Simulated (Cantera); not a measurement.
Charge: 1 mol CF₄, 0.067 mol CH₄, 3.9 mol H₂, held at 1748 K and 0.133 bar.

Method: chemical equilibrium by Gibbs-energy minimisation in Cantera with the NASA 1993 tables (ideal gas, pure condensed phases). Candidate condensed phases: C, C₆H₆, C₇H₈, C₈H₁₈; 95 gas species. Equilibrium is a limit: real reactors are often held back by kinetics, nucleation or transport.

Base state: HF 0.663, H₂ 0.337, H 0.000363, C₂H₂ (acetylene) 3.80e-5, CH₄ 1.39e-5 (mole fractions); condensed: C(graphite).

**Question.** What changes in the equilibrium state with this change: temperature from 1748 K to 2223 K?

**Answer.** 
```tsv
species	before	after
HF	0.663	0.660
H₂	0.337	0.329
H	0.000363	0.0101
F	9.11e-8	1.87e-5
C₂H₂ (acetylene)	3.80e-5	0.000956
C(graphite), mol	1.07	1.06
```

**Question.** What changes in the equilibrium state with this change: temperature from 1748 K to 2423.15 K?

**Answer.** 
| species | before | after |
|---|---|---|
| HF | 0.663 | 0.654 |
| H₂ | 0.337 | 0.316 |
| H | 0.000363 | 0.0273 |
| C₂H | <1e-9 | 1.28e-5 |
| F | 9.11e-8 | 9.60e-5 |
| C(graphite), mol | 1.07 | 1.04 |
